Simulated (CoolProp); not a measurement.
The fluid at 293.15 K and 1.08 MPa is compressed adiabatically to 5.17 MPa with isentropic efficiency 0.8. The same conditions are run with several fluids, on thermodynamics alone (safety and materials aside).

Values from CoolProp's reference Helmholtz-energy equation of state of each fluid (sulfur hexafluoride: Guder 2009; carbon dioxide: Span 1996; oxygen: Schmidt 1985; dry air: Lemmon 2000; ethylene: Smukala 2000). Blends and air are pseudo-pure fits.

```json
[
 {"fluid": "sulfur hexafluoride", "work (kJ/kg)": "26.6", "final temperature (K)": "361.5", "final phase": "supercritical", "final density (kg/m³)": "395"},
 {"fluid": "carbon dioxide", "work (kJ/kg)": "121", "final temperature (K)": "438.7", "final phase": "gas", "final density (kg/m³)": "66.7"},
 {"fluid": "oxygen", "work (kJ/kg)": "187", "final temperature (K)": "493.4", "final phase": "supercritical", "final density (kg/m³)": "39.9"},
 {"fluid": "dry air", "work (kJ/kg)": "209", "final temperature (K)": "499.0", "final phase": "supercritical", "final density (kg/m³)": "35.4"},
 {"fluid": "ethylene", "work (kJ/kg)": "182", "final temperature (K)": "414.5", "final phase": "supercritical", "final density (kg/m³)": "46.5"}
]
```

Above 300 K oxygen's equation is extrapolated.
